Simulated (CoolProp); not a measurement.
R227EA at 293.15 K and 16 MPa flows at 3.7 m/s in a round tube of 2 mm bore and 1.5 µm roughness, fully developed (64/Re and Nu = 3.66 if laminar; Colebrook and Gnielinski if turbulent). Each further row changes one setting.

The numbers come from the reference Helmholtz-energy equation of state, Lemmon 2016 in CoolProp.

| case | Reynolds number | Darcy friction factor | pressure drop (Pa/m) | heat-transfer coefficient (W/(m² K)) | mass flow (kg/h) |
|---|---|---|---|---|---|
| as stated | 32300 | (withheld) | (withheld) | 7410 | 62.5 |
| velocity 7.4 m/s | 64600 | (withheld) | 459000 | (withheld) | (withheld) |
| diameter 4 mm | 64600 | 0.0212 | 54200 | 6690 | 250 |

**Question.** Complete the blanks.

**Answer.** 
- as stated, Darcy friction factor: 0.0251
- as stated, pressure drop (Pa/m): 128000
- velocity 7.4 m/s, Darcy friction factor: 0.0225
- velocity 7.4 m/s, heat-transfer coefficient (W/(m² K)): 13900
- velocity 7.4 m/s, mass flow (kg/h): 125

Viscosity comes from a separate model (Huber 2003), an estimate that may be off by 10 % or more. Thermal conductivity comes from a separate model (Huber 2003), an estimate that may be off by 10 % or more.
